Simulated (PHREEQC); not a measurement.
Solution (25 °C): 5 mol/kgw K2CO3, 0.07 mol/kgw K2SO4 and 2.4 mol/kgw NaCl. Closed to the air; pH follows from the charge balance.

Model: Pitzer model, pitzer.dat, run in PHREEQC.

Each row changes one thing in this solution. This is a speciation only: nothing precipitates in the calculation.

| case | pH | ionic strength (mol/kgw) | SI of Sylvite (KCl) | SI of Arcanite (K2SO4) |
|---|---|---|---|---|
| as made | 13.15 | 17.6 | +0.51 | +1.06 |
| temperature from 25 to 10 °C | [?] | 17.6 | +0.57 | +0.92 |
| K2CO3 from 5 to 2.5 mol/kgw | [?] | [?] | -0.13 | +0.08 |
| K2CO3 left out | 6.85 | [?] | -1.83 | -3.01 |
| K2CO3 from 5 to 4.5 mol/kgw | [?] | 16.1 | +0.39 | +0.88 |

Question: Complete the blanks.

Answer: 
- temperature from 25 to 10 °C, pH: 13.54
- K2CO3 from 5 to 2.5 mol/kgw, pH: 12.31
- K2CO3 from 5 to 2.5 mol/kgw, ionic strength (mol/kgw): 10.1
- K2CO3 left out, ionic strength (mol/kgw): 2.61
- K2CO3 from 5 to 4.5 mol/kgw, pH: 12.99

Some of these states are supersaturated (in Sylvite, Arcanite, for instance). In brines, pH and single-ion activities rest on the MacInnes convention. Constants without temperature data keep their 25 °C values here.
